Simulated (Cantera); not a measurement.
Input (Python, Cantera) and output of one run.

```python
import numpy as np
import cantera as ct

gas_names = """
    H HO2 H2 H2O H2O2 Hg O OH O2 O3
""".split()
cond_names = """
    H2O(s) H2O(L) Hg(cr) Hg(L) HgO(s)
""".split()


# ... load() reads the species with a 1 bar reference pressure and builds the phases ...
atoms = {
    'HgO': {'Hg': 1, 'O': 1},
    'H2': {'H': 2},
}
top_T = {}  # K; cautious upper limits of use, not melting points


# ... equilibrate(T, P, feed) seeds the gas with the atoms and calls Mixture.equilibrate('TP', solver="vcs", rtol=1e-11, max_steps=5000) ...
results = []
T = 675  # K
P = 2100  # Pa
for m in [0.042, 0.062, 0.092, 0.14, 0.2, 0.3, 0.44, 0.66, 0.98]:
    feed = {'HgO': 1, 'H2': m}  # mol
    mix = equilibrate(T, P, feed)
    results.append((T, P, feed, dict(zip(mix.species_names, mix.species_moles))))

top = {s: max(r[3][s] / sum(r[3][g] for g in gas_names) for r in results) for s in gas_names}
cols = sorted((s for s in top if top[s] > 1e-05), key=lambda s: -top[s])[:8]
seen = [c for c in cond_names if any(r[3].get(c, 0) > 1e-12 for r in results)]
print("log10 of partial pressures in bar; condensed amounts in mol")
print(f"{'n(H2)':>10s}" + "".join(f"{s[:9]:>10s}" for s in cols + seen))
for T, P, feed, n in results:
    ng = sum(n[g] for g in gas_names)
    print(f"{feed['H2']:10.4g}" + "".join(f"{np.log10(max(n[s] / ng * P / 1e5, 1e-99)):10.3f}" for s in cols)
          + "".join(f"{n.get(c, 0):10.4g}" for c in seen))
```

Result:

```
log10 of partial pressures in bar; condensed amounts in mol
     n(H2)        Hg       H2O        O2
     0.042    -1.860    -3.237    -2.180
     0.062    -1.863    -3.070    -2.192
     0.092    -1.867    -2.903    -2.210
      0.14    -1.874    -2.728    -2.240
       0.2    -1.882    -2.581    -2.280
       0.3    -1.895    -2.418    -2.351
      0.44    -1.913    -2.270    -2.466
      0.66    -1.940    -2.121    -2.710
      0.98    -1.977    -1.985    -3.977
```

These are equilibrium values from Cantera (NASA tables, ideal gas, pure condensed phases), not measurements of a reactor.
